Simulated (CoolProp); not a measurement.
The fluid at 293.15 K and 0.863 MPa (liquid) is heated at constant pressure to 319 K. The same conditions are run with several fluids, on thermodynamics alone (safety and materials aside).

Computed with CoolProp (reference Helmholtz-energy equation of state of each fluid (dimethyl ether: Wu 2011; cyclopentane: Gedanitz 2015; R1336mzz(E): Akasaka 2023; R1224YDZ: Akasaka 2023; sulfur dioxide: Gao 2016)).

| fluid | heat (kJ/kg) | final phase | final density (kg/m³) |
|---|---|---|---|
| dimethyl ether | [?] | gas | [?] |
| cyclopentane | [?] | liquid | [?] |
| R1336mzz(E) | [?] | liquid | [?] |
| R1224YDZ | 30.1 | liquid | [?] |
| sulfur dioxide | 36.3 | liquid | [?] |

### Question
Fill in the missing entries.

### Answer

- dimethyl ether, heat (kJ/kg): 438
- dimethyl ether, final density (kg/m³): 17.4
- cyclopentane, heat (kJ/kg): 47.8
- cyclopentane, final density (kg/m³): 720
- R1336mzz(E), heat (kJ/kg): 32.4
- R1336mzz(E), final density (kg/m³): 1260
- R1224YDZ, final density (kg/m³): 1300
- sulfur dioxide, final density (kg/m³): 1310
